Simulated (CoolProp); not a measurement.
Vapour-liquid equilibrium of benzene (1) + dimethyl carbonate (2) at 405.6 K; x and y are mole fractions of (1).

Values from CoolProp's multi-fluid Helmholtz-energy mixture model, Thol 2012 and Zhou 2011; pair parameters Bell 2016.

```csv
x,bubble pressure (MPa),y at the bubble point,dew pressure at overall composition x (MPa),liquid density (mol/L)
0.05,0.3403,0.072,0.3376,10.08
0.2,0.3627,0.257,0.3559,9.976
0.35,0.3795,0.409,0.3733,9.886
0.5,0.3916,0.544,0.3880,9.806
0.65,0.3994,0.672,0.3984,9.738
0.8,0.4031,0.804,0.4030,9.681
0.95,0.4020,0.947,0.4019,9.636
```

y crosses x between x = 0.8 and 0.95: the model has an azeotrope there.

The pair parameters rest on a limited set of measurements; away from them the model extrapolates.
